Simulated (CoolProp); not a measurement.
Vapour-liquid equilibrium of R114 (1) + benzene (2) at 297 K; x and y are mole fractions of (1).

Computed with CoolProp (multi-fluid Helmholtz-energy mixture model, Platzer 1990 and Thol 2012; pair parameters Bell 2016). This equation is an older, rougher fit; its heat capacities, sound speeds and derivatives of the liquid may be far off and weren't checked against measurements.

Task: Give the bubble pressure and the first vapour's composition at x = 0.125, 0.2, 0.65. Is there an azeotrope?

Result: x = 0.125: 0.07698 MPa, y = 0.856; x = 0.2: 0.09969 MPa, y = 0.893; x = 0.65: 0.1591 MPa, y = 0.951. No azeotrope shows between x = 0.05 and 0.95.

Pair parameters are fitted to limited data, so mixtures are less certain than the pure fluids. With so large a gap from Raoult's law the liquid may split in two, which this calculation doesn't test in full.
